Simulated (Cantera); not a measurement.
## Silicon carbide growth: CH₃SiH₃ + C₂H₄ + H₂

Feed: 1 mol CH₃SiH₃, 0.011 mol C₂H₄, 13 mol H₂, at 1325 °C and 210 Pa.

Cantera equilibrium calculation (NASA polynomials, part measured and part estimated; ideal gas, pure solids and liquids). Candidate condensed phases: C, C₆H₆, C₇H₈, C₈H₁₈, Si, SiC; 87 gas species. The feed counts by its element totals alone. Kinetics and transport are ignored.

```yaml
x(H₂): 0.999
x(H): 0.00116
x(C₂H₂ (acetylene)): 2.69e-5
x(CH₄): 3.45e-6
n(C(graphite)): 0.0211 mol
n(SiC(s)): 1.000 mol
gas_amount: 16.03 mol
log10 activity of Si(s) (absent): -1.98
```
